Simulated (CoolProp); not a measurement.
Vapour-liquid equilibrium of isohexane (1) + ethanol (2) at 3.54 bar; x and y are mole fractions of (1).

Computed with CoolProp (multi-fluid Helmholtz-energy mixture model, Lemmon 2006 and Schroeder 2014; pair parameters Bell 2016).

**Question.** Give the bubble temperature and the first vapour's composition at x = 0.05, 0.5, 0.8. Is there an azeotrope?

**Answer.** x = 0.05: 380.4 K, y = 0.217; x = 0.5: 367.3 K, y = 0.584; x = 0.8: 368.4 K, y = 0.676. y crosses x between x = 0.5 and 0.65: the model has an azeotrope there.

Pair parameters are fitted to limited data, so mixtures are less certain than the pure fluids.
